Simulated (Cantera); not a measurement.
Charge: 1 mol MgO, 7.3 mol C, 0.16 mol H₂, equilibrated at 1902 °C and 100 Torr.

Cantera equilibrium calculation (NASA polynomials, part measured and part estimated; ideal gas, pure solids and liquids). Candidate condensed phases: C, C₆H₆, C₇H₈, C₈H₁₈, H₂O, Mg, MgCO₃, MgO, Mg(OH)₂; 116 gas species. The tables' values for MgH are old estimates; treat these amounts as uncertain. Equilibrium is a limit: real reactors are often held back by kinetics, nucleation or transport.

Base state: CO 0.462, Mg 0.462, H₂ 0.0716, H 0.00358, MgH 0.000773, C₂H₂ (acetylene) 0.000160 (mole fractions); condensed: C(graphite).

**Question.** What changes in the equilibrium state with this change: MgO replaced by CuO?

**Answer.** 
```csv
species,before,after
CO,0.462,0.736
Cu,0,0.143
H₂,0.0716,0.115
Mg,0.462,0
Cu₂,0,0.00102
MgH,0.000773,0
"C(graphite), mol",6.30,6.30
"Cu(l), mol",0,0.802
```
Further candidate phases: Cu, CuO, Cu(OH)₂, Cu₂O.

**Question.** What changes in the equilibrium state with this change: pressure from 100 Torr to 1 atm?

**Answer.** 
| species | before | after |
|---|---|---|
| CO | 0.462 | 0.463 |
| Mg | 0.462 | 0.461 |
| H₂ | 0.0716 | 0.0722 |
| H | 0.00358 | 0.00130 |
| MgH | 0.000773 | 0.00214 |
| Mg₂ | 2.92e-6 | 2.21e-5 |
| C₂H₂ (acetylene) | 0.000160 | 0.000161 |
| C(graphite), mol | 6.30 | 6.30 |
